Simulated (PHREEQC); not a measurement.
Make-up at 40 °C: 170 mmol/kgw CdCl2, 0.035 mmol/kgw Na2SO4 and 15 mmol/kgw H2SO4. Closed to the air; pH follows from the charge balance.

All values are PHREEQC results (ion-association model, wateq4f.dat), not measurements.

Precipitation was switched off in this run.

Problem. Order these Cl species by the share of Cl that they hold, largest first: CdCl+, Cl-, CdCl2, CdCl3-.

Solution. Cl- (45 %), CdCl+ (31 %), CdCl2 (21 %), CdCl3- (3.7 %)

Problem. Order these Cd species by the share of Cd that they hold, largest first: Cd+2, CdSO4, CdCl3-, CdCl+, CdCl2.

Solution. CdCl+ (61 %), CdCl2 (20 %), Cd+2 (14 %), CdCl3- (2.5 %), CdSO4 (2.0 %)

The pH is 1.72 and the ionic strength 0.205 mol/kgw. Species that the database lacks are ignored. Away from 25 °C the constants follow the database's enthalpies or fits; those with neither stay at their 25 °C values.
